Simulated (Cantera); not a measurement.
Ignition delay

Mixture: 17.4 % CH₄, 15.8 % O₂, 66.7 % N₂, at 10.9 atm, adiabatic and at constant volume. Ignition delay is the time to a rise of 400 K.

Model: GRI-Mech 3.0 (53 species, 325 reactions), integrated in Cantera.

| T0 (K) | delay (ms) |
|---|---|
| 1250 | 3.70 |
| 1325 | 1.57 |
| 1400 | 0.699 |
| 1475 | 0.324 |
| 1550 | 0.155 |
| 1625 | 0.0770 |
| 1700 | 0.0398 |
| 1775 | 0.0216 |
| 1850 | 0.0124 |

```
Quantity                                                Result
--------------------------------------------------  ----------
apparent activation energy between 1700 and 1850 K  200 kJ/mol
```
